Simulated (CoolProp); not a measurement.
R21 along the isobar 5.51 MPa: Z from the reference equation and from simpler models built on Tc = 179.6 °C, pc = 5.289 MPa, ω = 0.206; each cubic takes its own stable root.

Values from CoolProp's reference Helmholtz-energy equation of state, Platzer 1990. This equation is an older, rougher fit; its heat capacities, sound speeds and derivatives of the liquid may be far off and weren't checked against measurements.

```json
[
 {"T (°C)": "-40.45", "phase": "liquid", "reference": "0.1926", "van der Waals": "0.3070", "Soave-Redlich-Kwong": "0.2057", "Peng-Robinson": "0.1829"},
 {"T (°C)": "-28.05", "phase": "liquid", "reference": "0.1860", "van der Waals": "0.2956", "Soave-Redlich-Kwong": "0.1982", "Peng-Robinson": "0.1761"},
 {"T (°C)": "-15.75", "phase": "liquid", "reference": "0.1802", "van der Waals": "0.2857", "Soave-Redlich-Kwong": "0.1917", "Peng-Robinson": "0.1703"},
 {"T (°C)": "-3.35", "phase": "liquid", "reference": "0.1750", "van der Waals": "0.2769", "Soave-Redlich-Kwong": "0.1861", "Peng-Robinson": "0.1651"},
 {"T (°C)": "8.95", "phase": "liquid", "reference": "0.1706", "van der Waals": "0.2691", "Soave-Redlich-Kwong": "0.1813", "Peng-Robinson": "0.1607"},
 {"T (°C)": "21.35", "phase": "liquid", "reference": "0.1666", "van der Waals": "0.2623", "Soave-Redlich-Kwong": "0.1771", "Peng-Robinson": "0.1570"},
 {"T (°C)": "33.65", "phase": "liquid", "reference": "0.1633", "van der Waals": "0.2565", "Soave-Redlich-Kwong": "0.1737", "Peng-Robinson": "0.1539"},
 {"T (°C)": "46.05", "phase": "liquid", "reference": "0.1604", "van der Waals": "0.2514", "Soave-Redlich-Kwong": "0.1710", "Peng-Robinson": "0.1513"},
 {"T (°C)": "58.35", "phase": "liquid", "reference": "0.1581", "van der Waals": "0.2473", "Soave-Redlich-Kwong": "0.1689", "Peng-Robinson": "0.1494"},
 {"T (°C)": "70.75", "phase": "liquid", "reference": "0.1563", "van der Waals": "0.2439", "Soave-Redlich-Kwong": "0.1675", "Peng-Robinson": "0.1481"},
 {"T (°C)": "83.05", "phase": "liquid", "reference": "0.1550", "van der Waals": "0.2413", "Soave-Redlich-Kwong": "0.1668", "Peng-Robinson": "0.1475"},
 {"T (°C)": "95.45", "phase": "liquid", "reference": "0.1543", "van der Waals": "0.2397", "Soave-Redlich-Kwong": "0.1670", "Peng-Robinson": "0.1476"},
 {"T (°C)": "107.75", "phase": "liquid", "reference": "0.1542", "van der Waals": "0.2391", "Soave-Redlich-Kwong": "0.1681", "Peng-Robinson": "0.1487"},
 {"T (°C)": "120.15", "phase": "liquid", "reference": "0.1549", "van der Waals": "0.2397", "Soave-Redlich-Kwong": "0.1705", "Peng-Robinson": "0.1509"}
]
```
